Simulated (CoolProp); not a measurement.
C2F6 (R116) along the isotherm -95.05 °C: Z from the reference equation and from simpler models built on Tc = 19.9 °C, pc = 3.048 MPa, ω = 0.257; each cubic takes its own stable root.

Values from CoolProp's reference Helmholtz-energy equation of state, Lemmon 2006. It is a short technical equation, of lower accuracy than the large ones.

```csv
p (MPa),phase,reference,Redlich-Kwong,Soave-Redlich-Kwong
0.0964,liquid,0.005355,0.005771,0.005594
0.141,liquid,0.007832,0.008439,0.008181
0.208,liquid,0.01155,[?],[?]
0.305,liquid,0.01694,0.01824,0.01769
0.447,liquid,[?],[?],0.02591
0.657,liquid,0.03645,0.03924,0.03806
0.964,liquid,0.05345,[?],0.05579
1.41,liquid,0.07810,0.08394,0.08149
2.08,liquid,[?],0.1235,0.1200
3.05,liquid,[?],0.1804,[?]
```

**Question.** Some entries are withheld; supply them.

**Answer.** 
- 0.208, Redlich-Kwong: 0.01245
- 0.208, Soave-Redlich-Kwong: 0.01207
- 0.447, reference: 0.02481
- 0.447, Redlich-Kwong: 0.02672
- 0.964, Redlich-Kwong: 0.05750
- 2.08, reference: 0.1151
- 3.05, reference: 0.1684
- 3.05, Soave-Redlich-Kwong: 0.1755
